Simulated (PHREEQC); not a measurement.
A solution holds 17 mmol/kgw HCl, 34 mmol/kgw FeSO4 and 25 mmol/kgw Na2SO4, at 20 °C. Closed to the air; pH follows from the charge balance.

Equilibrium calculation in PHREEQC: ion-association model, phreeqc.dat.

```
Property                      Value
--------------------  -------------
pH                             2.19
ionic strength        0.152 mol/kgw
specific conductance     9470 µS/cm
density                 1.006 g/cm³
total alkalinity       -17.0 meq/kg
```

```tsv
species	molality	activity	log γ
Na+	0.0474	0.0362	-0.117
SO4-2	0.0346	0.0113	-0.487
Fe+2	0.0203	0.00727	-0.446
Cl-	0.0168	0.0124	-0.132
FeSO4	0.0128	0.0133	0.015
HSO4-	0.00832	0.00633	-0.119
H+	0.00795	0.00644	-0.092
NaSO4-	0.00259	0.00198	-0.117
FeHSO4+	0.000727	0.000553	-0.119
FeCl+	0.000164	0.000125	-0.119
```

No solid was allowed to form.
